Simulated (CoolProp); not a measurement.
Vapour-liquid equilibrium of C2F6 (R116) (1) + R134a (2) at 0.625 MPa; x and y are mole fractions of (1).

Values from CoolProp's multi-fluid Helmholtz-energy mixture model, Lemmon 2006 and Tillner-Roth 1994; pair parameters Bell 2016.

```tsv
x	bubble temperature (K)	y at the bubble point	dew temperature at overall composition x (K)	liquid density (mol/L)
0.05	281.6	0.362	294.3	12.17
0.2	256.2	0.765	288.6	12.33
0.35	247.7	0.848	…	…
0.5	244.4	0.877	274.7	11.46
0.65	242.4	0.897	265.5	10.96
0.8	240.4	0.925	252.9	10.52
0.95	238.0	…	…	…
```

Problem. What belongs in the gaps?

Solution. 
- 0.35, dew temperature at overall composition x (K): 282.2
- 0.35, liquid density (mol/L): 11.97
- 0.95, y at the bubble point: 0.974
- 0.95, dew temperature at overall composition x (K): 239.0
- 0.95, liquid density (mol/L): 10.19

No azeotrope shows between x = 0.05 and 0.95.

The pair parameters rest on a limited set of measurements; away from them the model extrapolates. With so large a gap from Raoult's law the liquid may split in two, which this calculation doesn't test in full.
